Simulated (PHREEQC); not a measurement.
Dissolve 0.022 mol/kgw HF, 0.029 mol/kgw H2SiF6, 0.0011 mol/kgw H3BO3 and 0.00071 mol/kgw HNO3 at 20 °C. Closed to the air; pH follows from the charge balance.

The numbers come from PHREEQC with the ion-association model, wateq4f.dat.

This is a speciation only: nothing precipitates in the calculation.

Q: Predict the pH, ionic strength.

A: pH 1.30; ionic strength 0.0891 mol/kgw.

Q: In which forms is F present?

A: SiF6-2 89 %, HF 8.0 %, BF4- 2.2 %, H2F2 0.8 % of the F.

Species that the database lacks are ignored. SiF6-2 is the database's only silicon fluoride. Real BF4- forms and hydrolyses slowly; the run takes it at equilibrium.
